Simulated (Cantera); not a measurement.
Cantera run, input and output.

```python
import numpy as np
import cantera as ct

gas = ct.Solution("gri30.yaml")
gas.TPX = 1175, 13332, {'N2O': 1, 'H2O': 0.017}
inlet = ct.Reservoir(gas, clone=True)

reactor = ct.IdealGasConstPressureReactor(gas, energy="off", clone=False)
exhaust = ct.Reservoir(gas, clone=True)
tau = [3.2, 1.5, 0.73, 0.35, 0.17, 0.082, 0.039, 0.019, 0.0091, 0.0044][0]
for a, b in ((inlet, reactor), (reactor, exhaust)):
    ct.MassFlowController(a, b, mdot=lambda t: reactor.mass / tau)
net = ct.ReactorNet([reactor])
show = ['N2O', 'H2O', 'H', 'NO', 'N2']

rows = []
print(f"{'tau/s':>10s}{'T/K':>9s}" + "".join(f"{s:>11s}" for s in show))
for tau in [3.2, 1.5, 0.73, 0.35, 0.17, 0.082, 0.039, 0.019, 0.0091, 0.0044]:
    net.initial_time = 0.0
    net.advance(30 * tau)
    before = gas.X
    net.advance(40 * tau)
    drift = np.max(np.abs(gas.X - before) / (gas.X + 1e-9))
    rows.append([gas.T, *gas[show].X, drift])
    print(f"{tau:10.3e}{gas.T:9.1f}" + "".join(f"{x:11.3e}" for x in gas[show].X))
```

Output:

```
     tau/s      T/K        N2O        H2O          H         NO         N2
 3.200e+00   1175.0  7.817e-01  1.558e-02  9.180e-10  1.079e-02  1.297e-01
 1.500e+00   1175.0  8.766e-01  1.611e-02  8.762e-10  5.624e-03  6.865e-02
 7.300e-01   1175.0  9.280e-01  1.640e-02  8.549e-10  2.844e-03  3.556e-02
 3.500e-01   1175.0  9.559e-01  1.656e-02  8.377e-10  1.369e-03  1.764e-02
 1.700e-01   1175.0  9.697e-01  1.664e-02  8.105e-10  6.627e-04  8.719e-03
 8.200e-02   1175.0  9.767e-01  1.668e-02  7.592e-10  3.242e-04  4.238e-03
 3.900e-02   1175.0  9.801e-01  1.670e-02  6.762e-10  1.613e-04  2.017e-03
 1.900e-02   1175.0  9.818e-01  1.670e-02  5.686e-10  8.366e-05  9.793e-04
 9.100e-03   1175.0  9.826e-01  1.671e-02  4.319e-10  4.258e-05  4.663e-04
 4.400e-03   1175.0  9.829e-01  1.671e-02  2.848e-10  2.133e-05  2.239e-04
```

Cantera simulation using GRI-Mech 3.0 (53 species, 325 reactions); the numbers are that mechanism's predictions, not measurements. GRI-Mech 3.0 was tuned for natural gas; its chemistry of N2O as a main component is partial and can be far from experiment. The mechanism lacks the step 2 NO + O2 → 2 NO2, which can matter for NO2 below about 1400 K. The temperature is held fixed by assumption; the heat of reaction is taken as removed at once.
